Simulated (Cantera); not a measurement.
Carbothermic reduction: TiO₂ + CH₄ + CO

Feed: 1 mol TiO₂, 1.5 mol CH₄, 0.025 mol CO, equilibrated at 0.570 bar.

Equilibrium computed with Cantera from the NASA thermochemical tables; the gas is ideal and each condensed phase is pure. Candidate condensed phases: C, C₆H₆, C₇H₈, C₈H₁₈, H₂O, Ti, TiC, TiO, TiO₂, Ti₂O₃, Ti₃O₅, Ti₄O₇; 113 gas species. Mutual solubility and eutectic melting of coexisting phases are not modelled. TiC: taken at fixed stoichiometry. Condensed phases not in the tables: Magnéli phases beyond Ti₄O₇. Equilibrium is a limit: real reactors are often held back by kinetics, nucleation or transport.

| T (K) | x H₂ | x CO | x CH₄ | x H₂O | x H | x CO₂ | n C(graphite) | n TiO₂(rutile) | n Ti₄O₇(s) | n Ti₃O₅(s) | n TiC(s) | n Ti₂O₃(s) |
|---|---|---|---|---|---|---|---|---|---|---|---|---|
| 1000 | 0.943 | 0.00713 | 0.0484 | 0.00151 | 2.92e-9 | 1.64e-5 | 1.36 | 1.00 | 0 | 0 | 0 | 0 |
| 1075 | 0.967 | 0.00791 | 0.0241 | 0.000551 | 1.91e-8 | 4.84e-6 | 1.43 | 1.00 | 0 | 0 | 0 | 0 |
| 1150 | 0.965 | 0.0222 | 0.0124 | 0.000573 | 9.71e-8 | 1.11e-5 | 1.42 | 0.824 | 0.0441 | 0 | 0 | 0 |
| 1225 | 0.909 | 0.0836 | 0.00619 | 0.000852 | 3.94e-7 | 5.34e-5 | 1.23 | 0 | 0.250 | 0 | 0 | 0 |
| 1300 | 0.889 | 0.107 | 0.00355 | 0.000493 | 1.38e-6 | 3.35e-5 | 1.16 | 0 | 0 | 0.333 | 0 | 0 |
| 1375 | 0.891 | 0.107 | 0.00225 | 0.000249 | 4.28e-6 | 1.44e-5 | 1.16 | 0 | 0 | 0.333 | 0 | 0 |
| 1450 | 0.778 | 0.220 | 0.00114 | 0.000244 | 1.11e-5 | 2.90e-5 | 0.381 | 0 | 0 | 0.236 | 0.293 | 0 |
| 1525 | 0.727 | 0.273 | 0.000409 | 0.000272 | 2.67e-5 | 3.79e-5 | 0 | 0 | 0 | 0 | 0.400 | 0.300 |
| 1600 | 0.727 | 0.273 | 0.000166 | 0.000292 | 6.14e-5 | 3.64e-5 | 0 | 0 | 0 | 0 | 0.400 | 0.300 |
x: gas mole fraction; n: condensed amount in mol.

From 1000 K to 1075 K the condensed part is C(graphite) + TiO₂(rutile). At 1150 K the condensed part is C(graphite) + TiO₂(rutile) + Ti₄O₇(s). At 1225 K the condensed part is C(graphite) + Ti₄O₇(s). From 1300 K to 1375 K the condensed part is C(graphite) + Ti₃O₅(s). At 1450 K the condensed part is C(graphite) + TiC(s) + Ti₃O₅(s). From 1525 K to 1600 K the condensed part is TiC(s) + Ti₂O₃(s).
